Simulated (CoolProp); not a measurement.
A single-stage vapour-compression cycle with R1132(E): evaporating at 280.15 K (dew point), condensing at 337.15 K (bubble point), superheat 10 K, subcooling 0 K, compressor efficiency 0.75, no pressure losses. Each further row changes one setting.

Model: reference Helmholtz-energy equation of state, Akasaka 2024, in CoolProp.

| case | cooling COP | pressure ratio | discharge temperature (K) | refrigerating effect (kJ/kg) | volumetric capacity (kJ/m³) |
|---|---|---|---|---|---|
| as stated | ___ | 4.04 | 377.8 | 134 | 4200 |
| evaporating temperature 285.15 K | ___ | 3.49 | 374.7 | ___ | 4940 |
| condensing temperature 332.15 K | 2.55 | 3.63 | 370.7 | 148 | 4610 |
| subcooling 5 K | ___ | 4.04 | 377.8 | 149 | ___ |
| superheat 20 K | ___ | 4.04 | 388.3 | 146 | ___ |
| compressor efficiency 0.65 | 1.86 | 4.04 | 384.5 | 134 | 4200 |

**Question.** Fill in the missing entries.

**Answer.** 
- as stated, cooling COP: 2.15
- evaporating temperature 285.15 K, cooling COP: 2.46
- evaporating temperature 285.15 K, refrigerating effect (kJ/kg): 137
- subcooling 5 K, cooling COP: 2.38
- subcooling 5 K, volumetric capacity (kJ/m³): 4660
- superheat 20 K, cooling COP: 2.19
- superheat 20 K, volumetric capacity (kJ/m³): 4310
